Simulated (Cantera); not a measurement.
An adiabatic, constant-volume homogeneous reactor starts with CH₄ : H₂ : O₂ : N₂ = 1 : 0.54 : 2.32 : 8.71 (molar parts), at 1200 K and 760 Torr. Integrator tolerance rtol = 1e-08.

Model: GRI-Mech 3.0 (53 species, 325 reactions), integrated in Cantera.

**Question.** What does this change do: initial temperature 1200 to 1475 K?

**Answer.** 
```json
[
 {"quantity": "time of steepest temperature rise", "before": "1.92 ms", "after": "0.246 ms"},
 {"quantity": "temperature at 1.00 s", "before": "2831 K", "after": "2902 K"},
 {"quantity": "equilibrium temperature", "before": "2831 K", "after": "2902 K"},
 {"quantity": "x(CH₄) at 1.00 s", "before": "<1e-12 (gas-phase equilibrium <1e-12)", "after": "<1e-12 (gas-phase equilibrium <1e-12)"},
 {"quantity": "x(H₂) at 1.00 s", "before": "0.0188 (gas-phase equilibrium 0.0188)", "after": "0.0232 (gas-phase equilibrium 0.0232)"},
 {"quantity": "x(O₂) at 1.00 s", "before": "0.0193 (gas-phase equilibrium 0.0193)", "after": "0.0219 (gas-phase equilibrium 0.0219)"},
 {"quantity": "x(O) at 1.00 s", "before": "0.00549 (gas-phase equilibrium 0.00549)", "after": "0.00829 (gas-phase equilibrium 0.00829)"},
 {"quantity": "x(C₂H₆) at 1.00 s", "before": "<1e-12 (gas-phase equilibrium <1e-12)", "after": "<1e-12 (gas-phase equilibrium <1e-12)"},
 {"quantity": "x(NO₂) at 1.00 s", "before": "3.36e-6 (gas-phase equilibrium 3.36e-6)", "after": "3.61e-6 (gas-phase equilibrium 3.61e-6)"}
]
```

**Question.** What does this change do: constant pressure in place of constant volume?

**Answer.** 
| quantity | before | after |
|---|---|---|
| time of steepest temperature rise | 1.92 ms | 2.13 ms |
| temperature at 1.00 s | 2831 K | 2633 K |
| equilibrium temperature | 2831 K | 2633 K |
| x(CH₄) at 1.00 s | <1e-12 (gas-phase equilibrium <1e-12) | <1e-12 (gas-phase equilibrium <1e-12) |
| x(H₂) at 1.00 s | 0.0188 (gas-phase equilibrium 0.0188) | 0.0147 (gas-phase equilibrium 0.0147) |
| x(O₂) at 1.00 s | 0.0193 (gas-phase equilibrium 0.0193) | 0.0172 (gas-phase equilibrium 0.0172) |
| x(O) at 1.00 s | 0.00549 (gas-phase equilibrium 0.00549) | 0.00354 (gas-phase equilibrium 0.00354) |
| x(C₂H₆) at 1.00 s | <1e-12 (gas-phase equilibrium <1e-12) | <1e-12 (gas-phase equilibrium <1e-12) |
| x(NO₂) at 1.00 s | 3.36e-6 (gas-phase equilibrium 3.36e-6) | 1.72e-6 (gas-phase equilibrium 1.72e-6) |
